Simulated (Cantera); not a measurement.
Source: NASA polynomial tables (part measured, part estimated), evaluated in Cantera. Values are per mole of reaction as written; species without (g) are pure solids or liquids, kept so even where they would boil at 1 bar. TaC: taken at fixed stoichiometry.

2 C + TaO2(g) ⇌ TaC + CO2(g)

```tsv
T (K)	ΔH° (kJ)	ΔS° (J/K)	ΔG° (kJ)	log10 K
300	-336.7	-35.5	-326.1	56.78
2525	-315.4	-15.7	-275.7	5.70
2550	…	…	…	…
2575	…	…	…	…
2600	-314.3	-15.3	-274.5	5.51
2625	-313.9	-15.2	-274.1	5.45
2650	-313.5	-15.0	-273.7	5.40
```

**Question.** Some entries are withheld; supply them.

**Answer.** 
- 2550, ΔH° (kJ): -315.0
- 2550, ΔS° (J/K): -15.6
- 2550, ΔG° (kJ): -275.3
- 2550, log10 K: 5.64
- 2575, ΔH° (kJ): -314.6
- 2575, ΔS° (J/K): -15.4
- 2575, ΔG° (kJ): -274.9
- 2575, log10 K: 5.58
